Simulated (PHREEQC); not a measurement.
A solution holds 0.09 mol/kgw Pb(NO3)2, at 69 °C. Closed to the air; pH follows from the charge balance.

Computed with PHREEQC (ion-association model, wateq4f.dat).

```yaml
pH: 4.36
ionic_strength: 0.205 mol/kgw
```

```tsv
species	molality	activity	log γ
NO3-	0.148	0.0991	-0.173
Pb+2	0.0576	0.0160	-0.557
PbNO3+	0.0323	0.0234	-0.139
H+	5.56e-5	4.35e-5	-0.106
Pb2OH+3	4.58e-5	2.55e-6	-1.254
PbOH+	9.82e-6	7.13e-6	-0.139
OH-	4.91e-9	3.36e-9	-0.165
Pb3(OH)4+2	1.67e-9	4.64e-10	-0.557
```

This is a speciation only: nothing precipitates in the calculation. Saturation is exceeded, for instance for Pb(OH)2; the values hold only as long as no solid forms. Away from 25 °C the constants follow the database's enthalpies or fits; those with neither stay at their 25 °C values.
